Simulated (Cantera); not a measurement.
An adiabatic, constant-pressure homogeneous reactor starts with 4.77 % CH4, 2.86 % CO, 18.9 % O2, 71.0 % N2, 2.43 % H2, equivalence ratio 0.64, at 1550 K and 29.6 atm.

Cantera simulation using GRI-Mech 3.0 (53 species, 325 reactions); the numbers are that mechanism's predictions, not measurements. The pressure lies above the range GRI-Mech 3.0 was tuned for (to about 10 atm).

Problem. Predict: time of steepest temperature rise; temperature at 0.600 s; equilibrium temperature; x(CO) at 0.600 s; x(O2) at 0.600 s.

Solution. time of steepest temperature rise: 11.3 µs
temperature at 0.600 s: 2743 K
equilibrium temperature: 2743 K
x(CO) at 0.600 s: 0.00634 (gas-phase equilibrium 0.00634)
x(O2) at 0.600 s: 0.0606 (gas-phase equilibrium 0.0606)
